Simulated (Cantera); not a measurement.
What does this Cantera script print?

```python
import numpy as np
import cantera as ct

surf = ct.Interface("ptcombust.yaml", "Pt_surf")
gas = surf.adjacent["gas"]
gas.TPX = 300, 24000, {'CH4': 0.022, 'O2': 0.17, 'N2': 0.79}
jet = ct.ImpingingJet(gas=gas, width=0.024, surface=surf)
jet.inlet.mdot, jet.inlet.T, jet.inlet.X = 0.071, 300, {'CH4': 0.022, 'O2': 0.17, 'N2': 0.79}
jet.set_refine_criteria(ratio=10, slope=0.2, curve=0.3)
show, cover = ['CH4', 'O2', 'H2O', 'OH', 'CO', 'CO2'], ["PT(S)", "H(S)", "O(S)", "OH(S)", "CO(S)", "C(S)"]

rows = []
print(f"{'Ts/K':>7s}" + "".join(f"{s:>11s}" for s in show + cover) + "   (gas at the wall, coverages)")
for i, Ts in enumerate([900, 950, 1000, 1050, 1100, 1150, 1200, 1250]):
    jet.surface.T = Ts
    if i == 0:
        surf.TP = Ts, 24000
        surf.coverages = "PT(S):0.5, O(S):0.5"
        surf.advance_coverages(1.0)
        jet.set_initial_guess(products="inlet")
    jet.solve(loglevel=0, auto=(i == 0))
    rows.append([*(jet.X[gas.species_index(s), -1] for s in show), *surf[cover].coverages])
    print(f"{Ts:7g}" + "".join(f"{x:11.3e}" for x in rows[-1]))
```

It prints:

```
   Ts/K        CH4         O2        H2O         OH         CO        CO2      PT(S)       H(S)       O(S)      OH(S)      CO(S)       C(S)   (gas at the wall, coverages)
    900  1.643e-02  1.604e-01  1.117e-02  1.659e-08  5.184e-06  7.279e-03  1.385e-01  4.683e-08  8.603e-01  1.190e-03  8.137e-06  2.895e-08
    950  1.268e-02  1.524e-01  1.813e-02  5.576e-08  5.501e-06  1.184e-02  1.943e-01  1.367e-07  8.042e-01  1.416e-03  6.811e-06  3.260e-08
   1000  9.382e-03  1.454e-01  2.421e-02  1.573e-07  5.451e-06  1.583e-02  2.549e-01  3.198e-07  7.436e-01  1.499e-03  5.100e-06  3.188e-08
   1050  6.928e-03  1.402e-01  2.868e-02  3.879e-07  5.286e-06  1.879e-02  3.174e-01  6.396e-07  6.811e-01  1.474e-03  3.644e-06  2.900e-08
   1100  5.222e-03  1.367e-01  3.175e-02  8.621e-07  5.159e-06  2.081e-02  3.800e-01  1.146e-06  6.186e-01  1.387e-03  2.588e-06  2.566e-08
   1150  4.047e-03  1.343e-01  3.380e-02  1.755e-06  5.137e-06  2.215e-02  4.415e-01  1.898e-06  5.572e-01  1.272e-03  1.867e-06  2.261e-08
   1200  3.025e-03  1.327e-01  3.529e-02  3.405e-06  6.377e-06  2.286e-02  5.008e-01  2.966e-06  4.981e-01  1.150e-03  1.374e-06  1.881e-08
   1250  2.278e-03  1.312e-01  3.660e-02  6.117e-06  7.880e-06  2.363e-02  5.574e-01  4.443e-06  4.416e-01  1.032e-03  1.054e-06  1.557e-08
```

Cantera simulation using Deutschmann's 1995 Pt surface mechanism with GRI-Mech 3.0 gas chemistry; the numbers are that mechanism's predictions, not measurements. Catalytic surfaces can have several steady states; this one follows from the mechanism file's or the stated starting coverage.
